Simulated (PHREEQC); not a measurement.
PHREEQC input (ion-association model, wateq4f.dat):

```
SOLUTION 1
  temp 25
  units mol/kgw
  pH 7 charge
  Cl 0.01
  Na 0.01
END
SELECTED_OUTPUT 1
  -reset false
  -pH true
  -pe true
  -ionic_strength true
  -water true
  -totals C Ca Cl Na S C(-4) C(4) S(-2) S(6)
  -molalities H+ CO3-2 Ca+2 Cl- Na+ SO4-2 CaSO4 CO2 HCO3- NaCO3-
    NaHCO3 NaSO4- CaOH+ CaHCO3+ CaCO3 HSO4- H2S HS- S-2 O2
    OH- CaHSO4+
  -equilibrium_phases Gypsum Calcite Portlandite Halite Mirabilite Nahcolite Natron
PRINT
  -reset false
USE solution 1
EQUILIBRIUM_PHASES 1
  Gypsum 0 0.5
  Calcite 0 0
  Portlandite 0 0
  Halite 0 0
  Mirabilite 0 0
  Nahcolite 0 0
  Natron 0 0
  O2(g) -0.68 10
  CO2(g) -5 10
END
# ... the last block is repeated for the other 10 points of log pCO2 (atm)
```

Selected output (columns that matter, 11 of 11 rows; log pCO2 (atm) added in front):

```
log pCO2 (atm)	pH	mu	C	Ca	S	m_H+	m_Ca+2	m_Na+	m_SO4-2	m_CaSO4	m_CO2	m_OH-	Gypsum
-5	6.4673	0.055092	9.1373e-07	0.016575	0.016575	4.0124e-07	0.011396	0.0097509	0.011153	0.0051795	3.3616e-07	3.6446e-08	0.48341
-4.5	6.2272	0.055092	2.1133e-06	0.016576	0.016576	6.974e-07	0.011396	0.0097509	0.011153	0.0051795	1.063e-06	2.0969e-08	0.48341
-4	5.9805	0.055093	5.243e-06	0.016576	0.016576	1.2308e-06	0.011396	0.0097509	0.011153	0.0051795	3.3616e-06	1.1881e-08	0.48341
-3.5	5.7316	0.055095	1.3984e-05	0.016576	0.016576	2.1833e-06	0.011396	0.0097509	0.011152	0.0051795	1.063e-05	6.6981e-09	0.48341
-3	5.4819	0.055099	3.9584e-05	0.016577	0.016577	3.8793e-06	0.011397	0.0097509	0.011152	0.0051795	3.3616e-05	3.7698e-09	0.48341
-2.5	5.232	0.055105	0.00011692	0.016578	0.016578	6.8965e-06	0.011398	0.0097509	0.011152	0.0051795	0.0001063	2.1205e-09	0.48341
-2	4.9821	0.055116	0.00035504	0.016581	0.016581	1.2263e-05	0.0114	0.0097509	0.011152	0.0051795	0.00033616	1.1926e-09	0.48341
-1.5	4.7321	0.055136	0.0010966	0.016585	0.016585	2.1807e-05	0.011403	0.0097509	0.011151	0.0051796	0.001063	6.7065e-10	0.4834
-1	4.4821	0.055172	0.0034213	0.016594	0.016594	3.8781e-05	0.011409	0.0097509	0.01115	0.00518	0.0033616	3.7713e-10	0.4834
-0.5	4.2321	0.05524	0.010736	0.016611	0.016611	6.897e-05	0.011421	0.0097508	0.011149	0.0051812	0.01063	2.1207e-10	0.48338
0	3.9821	0.05537	0.033803	0.016644	0.016644	0.00012265	0.011444	0.0097507	0.01115	0.0051851	0.033614	1.1924e-10	0.48335
```
